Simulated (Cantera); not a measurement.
A perfectly stirred reactor is fed with 6.67 % CH4, 1.40 % H2, 15.9 % O2, 60.0 % N2, 16.0 % CO2, equivalence ratio 0.88, at 0.987 atm; it is adiabatic with a 650 K inlet, and is followed from long to short residence time, starting on the burning branch (τ in s: 0.11, 0.032, 0.0098, 0.003, 0.0009, 0.00027, 8.2e-05, 2.5e-05, 7.5e-06).

Detailed kinetics in Cantera: GRI-Mech 3.0 (53 species, 325 reactions).

x: mole fraction; the columns are a selection and need not sum to one.

```json
[
 {"τ (s)": "0.11", "T (K)": "2006", "x CH4": "5.26e-6", "x H2": "0.000700", "x O2": "0.0212", "x NO": "0.000153", "x NO2": "7.91e-8", "x CH2CO": "1.14e-9", "x C2H2": "7.38e-10"},
 {"τ (s)": "0.032", "T (K)": "1978", "x CH4": "1.28e-5", "x H2": "0.00117", "x O2": "0.0229", "x NO": "8.43e-5", "x NO2": "4.05e-8", "x CH2CO": "4.44e-9", "x C2H2": "2.43e-9"},
 {"τ (s)": "0.0098", "T (K)": "1934", "x CH4": "2.96e-5", "x H2": "0.00196", "x O2": "0.0254", "x NO": "5.14e-5", "x NO2": "2.16e-8", "x CH2CO": "1.40e-8", "x C2H2": "6.08e-9"},
 {"τ (s)": "0.0030", "T (K)": "1872", "x CH4": "7.11e-5", "x H2": "0.00313", "x O2": "0.0290", "x NO": "3.30e-5", "x NO2": "1.21e-8", "x CH2CO": "3.88e-8", "x C2H2": "1.49e-8"},
 {"τ (s)": "0.00090", "T (K)": "1793", "x CH4": "(withheld)", "x H2": "(withheld)", "x O2": "(withheld)", "x NO": "(withheld)", "x NO2": "(withheld)", "x CH2CO": "(withheld)", "x C2H2": "(withheld)"},
 {"τ (s)": "0.00027", "T (K)": "1700", "x CH4": "0.000604", "x H2": "0.00678", "x O2": "0.0394", "x NO": "1.16e-5", "x NO2": "3.74e-9", "x CH2CO": "4.70e-7", "x C2H2": "2.18e-7"},
 {"τ (s)": "8.2e-5", "T (K)": "650", "x CH4": "0.0667", "x H2": "0.0140", "x O2": "0.159", "x NO": "<1e-12", "x NO2": "<1e-12", "x CH2CO": "<1e-12", "x C2H2": "<1e-12"},
 {"τ (s)": "2.5e-5", "T (K)": "650", "x CH4": "0.0667", "x H2": "0.0140", "x O2": "0.159", "x NO": "<1e-12", "x NO2": "<1e-12", "x CH2CO": "<1e-12", "x C2H2": "<1e-12"},
 {"τ (s)": "7.5e-6", "T (K)": "650", "x CH4": "0.0667", "x H2": "0.0140", "x O2": "0.159", "x NO": "<1e-12", "x NO2": "<1e-12", "x CH2CO": "<1e-12", "x C2H2": "<1e-12"}
]
```

### Question
Fill in the missing entries.

### Answer

- 0.00090, x CH4: 0.000189
- 0.00090, x H2: 0.00470
- 0.00090, x O2: 0.0335
- 0.00090, x NO: 2.10e-5
- 0.00090, x NO2: 6.97e-9
- 0.00090, x CH2CO: 1.13e-7
- 0.00090, x C2H2: 4.44e-8
